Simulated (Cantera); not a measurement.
Gas mixture: H2O : C2H6 : NH3 = 0.63 : 0.18 : 0.64 (molar parts), at 101000 Pa, frozen composition.

Cantera's kinetic-theory transport with the Lennard-Jones parameters of GRI-Mech 3.0, ideal gas; thermal conductivity in the multicomponent form. Polar gases are described roughly by these parameters. The composition is frozen, though it would react at the higher temperatures.

D: mixture-averaged diffusion coefficient of that species in the mixture.

```json
[
 {"T (K)": "400", "ρ (kg/m³)": "0.581", "cp (J/kg/K)": "2099", "μ (µPa s)": "13.7", "λ (mW/m/K)": "40.4", "Pr": "0.713", "D (cm²/s) H2": "1.32", "D (cm²/s) OH": "0.570", "D (cm²/s) CO2": "?"},
 {"T (K)": "650", "ρ (kg/m³)": "0.358", "cp (J/kg/K)": "2542", "μ (µPa s)": "22.3", "λ (mW/m/K)": "78.2", "Pr": "0.723", "D (cm²/s) H2": "3.09", "D (cm²/s) OH": "1.36", "D (cm²/s) CO2": "?"},
 {"T (K)": "900", "ρ (kg/m³)": "0.258", "cp (J/kg/K)": "2908", "μ (µPa s)": "30.2", "λ (mW/m/K)": "120", "Pr": "0.733", "D (cm²/s) H2": "5.37", "D (cm²/s) OH": "2.39", "D (cm²/s) CO2": "?"},
 {"T (K)": "1150", "ρ (kg/m³)": "0.202", "cp (J/kg/K)": "3226", "μ (µPa s)": "37.6", "λ (mW/m/K)": "164", "Pr": "0.741", "D (cm²/s) H2": "8.12", "D (cm²/s) OH": "3.62", "D (cm²/s) CO2": "?"},
 {"T (K)": "1400", "ρ (kg/m³)": "0.166", "cp (J/kg/K)": "3477", "μ (µPa s)": "44.5", "λ (mW/m/K)": "207", "Pr": "0.746", "D (cm²/s) H2": "11.3", "D (cm²/s) OH": "5.05", "D (cm²/s) CO2": "?"},
 {"T (K)": "1650", "ρ (kg/m³)": "0.141", "cp (J/kg/K)": "3679", "μ (µPa s)": "50.9", "λ (mW/m/K)": "250", "Pr": "0.749", "D (cm²/s) H2": "14.8", "D (cm²/s) OH": "6.65", "D (cm²/s) CO2": "?"},
 {"T (K)": "1900", "ρ (kg/m³)": "0.122", "cp (J/kg/K)": "3839", "μ (µPa s)": "56.8", "λ (mW/m/K)": "290", "Pr": "0.751", "D (cm²/s) H2": "18.8", "D (cm²/s) OH": "8.41", "D (cm²/s) CO2": "?"},
 {"T (K)": "2150", "ρ (kg/m³)": "0.108", "cp (J/kg/K)": "3965", "μ (µPa s)": "62.5", "λ (mW/m/K)": "329", "Pr": "0.753", "D (cm²/s) H2": "23.0", "D (cm²/s) OH": "10.3", "D (cm²/s) CO2": "?"},
 {"T (K)": "2400", "ρ (kg/m³)": "0.0969", "cp (J/kg/K)": "4064", "μ (µPa s)": "67.8", "λ (mW/m/K)": "366", "Pr": "0.754", "D (cm²/s) H2": "27.6", "D (cm²/s) OH": "12.4", "D (cm²/s) CO2": "?"}
]
```

**Question.** What belongs in the gaps?

**Answer.** 
- 400, D (cm²/s) CO2: 0.266
- 650, D (cm²/s) CO2: 0.674
- 900, D (cm²/s) CO2: 1.22
- 1150, D (cm²/s) CO2: 1.89
- 1400, D (cm²/s) CO2: 2.67
- 1650, D (cm²/s) CO2: 3.54
- 1900, D (cm²/s) CO2: 4.50
- 2150, D (cm²/s) CO2: 5.55
- 2400, D (cm²/s) CO2: 6.69
